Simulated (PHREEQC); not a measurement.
**Phosphoric acid bath**

Dissolve 0.033 mol/kgw H3PO4, 0.018 mol/kgw HNO3 and 0.012 mol/kgw NiSO4 at 20 °C. Closed to the air; pH follows from the charge balance.

Model: ion-association model, wateq4f.dat, run in PHREEQC.

No solid was allowed to form.

**Question.** Predict the pH, ionic strength.

**Answer.** pH 1.70; ionic strength 0.0589 mol/kgw.

**Question.** In which forms is P present?

**Answer.** H3PO4 69 %, H2PO4- 31 % of the P.

Complexes and solids missing from the database can't appear. H3PO4, which wateq4f.dat lacks, is added to it with the constant of phreeqc.dat. The database has no phosphate complexes of Ni.
